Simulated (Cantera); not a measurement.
Charge: 1 mol AlCl₃, 0.37 mol NH₃, 49 mol N₂, held at 10.0 mbar.

Cantera equilibrium calculation (NASA polynomials, part measured and part estimated; ideal gas, pure solids and liquids). Candidate condensed phases: Al, AlCl₃, AlN, NH₄Cl; 20 gas species. Kinetics and transport are ignored.

**Question.** Which condensed phases are stable at each of these points (T (°C)): 500, 600, 700, 800, 900, 1000, 1100, 1200, 1300, 1400?

**Answer.** 
```json
[
 {"T (°C)": "500", "condensed phases": "AlN(s)", "Al condensed (%)": "17.5"},
 {"T (°C)": "600", "condensed phases": "AlN(s)", "Al condensed (%)": "16.5"},
 {"T (°C)": "700", "condensed phases": "AlN(s)", "Al condensed (%)": "15.8"},
 {"T (°C)": "800", "condensed phases": "AlN(s)", "Al condensed (%)": "15.2"},
 {"T (°C)": "900", "condensed phases": "AlN(s)", "Al condensed (%)": "14.6"},
 {"T (°C)": "1000", "condensed phases": "AlN(s)", "Al condensed (%)": "13.8"},
 {"T (°C)": "1100", "condensed phases": "AlN(s)", "Al condensed (%)": "10.8"},
 {"T (°C)": "1200", "condensed phases": "gas only", "Al condensed (%)": "0.0"},
 {"T (°C)": "1300", "condensed phases": "gas only", "Al condensed (%)": "0.0"},
 {"T (°C)": "1400", "condensed phases": "gas only", "Al condensed (%)": "0.0"}
]
```

From 500 °C to 1100 °C the condensed part is AlN(s). From 1200 °C to 1400 °C nothing is condensed.
